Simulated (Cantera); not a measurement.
What does this Cantera script print?

```python
import numpy as np
import cantera as ct

gas = ct.Solution("gri30.yaml")
gas.TPX = 1098, 18000, {'H2': 0.88, 'O2': 1, 'N2': 6.6}
reactor = ct.IdealGasConstPressureReactor(gas, energy="off", clone=False)
net = ct.ReactorNet([reactor])
net.rtol, net.atol = 1e-08, 1e-18
show = ['H2', 'O2', 'NO', 'OH', 'NO2', 'HO2', 'O']
times = np.geomspace(1e-05, 3, 11)

steps = ct.SolutionArray(gas, extra=["t"])
rows = []
print(f"{'t/s':>10s}{'T/K':>9s}{'P/Pa':>11s}" + "".join(f"{s:>11s}" for s in show))
for t in times:
    while net.time < t:
        t_next = net.step()
        steps.append(gas.state, t=t_next)
    rows.append([np.interp(t, steps.t, y) for y in (steps.T, steps.P, *steps(*show).X.T)])
    print(f"{t:10.3e}{rows[-1][0]:9.1f}{rows[-1][1]:11.4g}" + "".join(f"{x:11.3e}" for x in rows[-1][2:]))
rate = np.gradient(steps.T, steps.t)
print("integrator steps:", len(steps.t))
if steps.T.max() > steps.T[0] + 200:
    print(f"time of steepest temperature rise: {steps.t[rate.argmax()]:.4e} s")
gas.TPX = 1098, 18000, {'H2': 0.88, 'O2': 1, 'N2': 6.6}
gas.equilibrate("TP")
print(f"equilibrium (TP): T = {gas.T:.1f} K  " + "  ".join(f"{s} {gas[s].X[0]:.3e}" for s in show))
```

Result:

```
       t/s      T/K       P/Pa         H2         O2         NO         OH        NO2        HO2          O
 1.000e-05   1098.0    1.8e+04  1.038e-01  1.179e-01  1.095e-23  1.034e-11  2.525e-32  1.856e-10  1.626e-11
 3.529e-05   1098.0    1.8e+04  1.038e-01  1.179e-01  4.732e-22  7.376e-11  1.232e-29  6.748e-10  1.517e-10
 1.246e-04   1098.0    1.8e+04  1.038e-01  1.179e-01  4.185e-20  1.505e-09  1.262e-26  3.276e-09  3.332e-09
 4.397e-04   1098.0    1.8e+04  1.036e-01  1.178e-01  7.821e-13  1.105e-05  2.384e-16  5.533e-06  2.377e-05
 1.552e-03   1098.0    1.8e+04  3.315e-03  7.053e-02  2.959e-06  1.260e-03  3.893e-10  1.230e-05  2.327e-03
 5.477e-03   1098.0    1.8e+04  1.858e-04  6.964e-02  3.063e-06  1.932e-04  1.102e-08  4.924e-06  9.116e-05
 1.933e-02   1098.0    1.8e+04  1.292e-05  6.964e-02  3.032e-06  5.311e-05  4.334e-08  6.966e-07  6.617e-06
 6.823e-02   1098.0    1.8e+04  1.050e-06  6.964e-02  3.025e-06  1.945e-05  5.002e-08  9.428e-08  8.512e-07
 2.408e-01   1098.0    1.8e+04  1.444e-07  6.965e-02  3.042e-06  8.523e-06  3.354e-08  1.819e-08  1.641e-07
 8.500e-01   1098.0    1.8e+04  3.056e-08  6.965e-02  3.057e-06  4.159e-06  1.807e-08  4.536e-09  3.933e-08
 3.000e+00   1098.0    1.8e+04  7.778e-09  6.965e-02  3.064e-06  2.145e-06  1.116e-08  1.537e-09  1.050e-08
integrator steps: 1657
equilibrium (TP): T = 1098.0 K  H2 1.234e-09  O2 6.963e-02  NO 4.933e-05  OH 8.049e-07  NO2 3.473e-07  HO2 1.156e-09  O 1.485e-09
```

Computed with Cantera and GRI-Mech 3.0 (53 species, 325 reactions). The temperature is held fixed by assumption; the heat of reaction is taken as removed at once.
